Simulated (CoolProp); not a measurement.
Vapour-liquid equilibrium of nitrogen (1) + carbon monoxide (2) at 105 K; x and y are mole fractions of (1).

Values from CoolProp's multi-fluid Helmholtz-energy mixture model, Span 2000 and Lemmon 2006; pair parameters Gernert 2013.

```json
[
 {"x": "0.05", "bubble pressure (bar)": "7.916", "y at the bubble point": "0.066", "dew pressure at overall composition x (bar)": "7.872", "liquid density (mol/L)": "24.15"},
 {"x": "0.15", "bubble pressure (bar)": "8.264", "y at the bubble point": "0.192", "dew pressure at overall composition x (bar)": "8.145", "liquid density (mol/L)": "24.07"},
 {"x": "0.25", "bubble pressure (bar)": "8.610", "y at the bubble point": "0.308", "dew pressure at overall composition x (bar)": "8.434", "liquid density (mol/L)": "23.98"},
 {"x": "0.35", "bubble pressure (bar)": "8.949", "y at the bubble point": "0.417", "dew pressure at overall composition x (bar)": "8.739", "liquid density (mol/L)": "23.89"},
 {"x": "0.45", "bubble pressure (bar)": "9.279", "y at the bubble point": "0.517", "dew pressure at overall composition x (bar)": "9.058", "liquid density (mol/L)": "23.81"},
 {"x": "0.55", "bubble pressure (bar)": "9.596", "y at the bubble point": "0.612", "dew pressure at overall composition x (bar)": "9.387", "liquid density (mol/L)": "23.73"},
 {"x": "0.65", "bubble pressure (bar)": "9.900", "y at the bubble point": "0.703", "dew pressure at overall composition x (bar)": "9.723", "liquid density (mol/L)": "23.66"},
 {"x": "0.75", "bubble pressure (bar)": "10.19", "y at the bubble point": "0.789", "dew pressure at overall composition x (bar)": "10.06", "liquid density (mol/L)": "23.59"},
 {"x": "0.85", "bubble pressure (bar)": "10.46", "y at the bubble point": "0.874", "dew pressure at overall composition x (bar)": "10.38", "liquid density (mol/L)": "23.54"},
 {"x": "0.95", "bubble pressure (bar)": "10.71", "y at the bubble point": "0.958", "dew pressure at overall composition x (bar)": "10.69", "liquid density (mol/L)": "23.49"}
]
```

No azeotrope shows between x = 0.05 and 0.95.

Pair parameters are fitted to limited data, so mixtures are less certain than the pure fluids.
